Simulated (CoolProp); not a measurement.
The numbers come from the reference Helmholtz-energy equation of state, Smukala 2000 in CoolProp.

### Question
For ethylene, give the phase and the cp (kJ/(kg K)), cv (kJ/(kg K)), speed of sound (m/s) at 250.8 K and 1.01 bar; 350.4 K and 1.01 bar; 450 K and 1.01 bar.

### Answer
- 250.8 K and 1.01 bar: gas; cp 1.40, cv 1.09, speed of sound 306
- 350.4 K and 1.01 bar: gas; cp 1.72, cv 1.42, speed of sound 354
- 450 K and 1.01 bar: gas; cp 2.07, cv 1.77, speed of sound 394
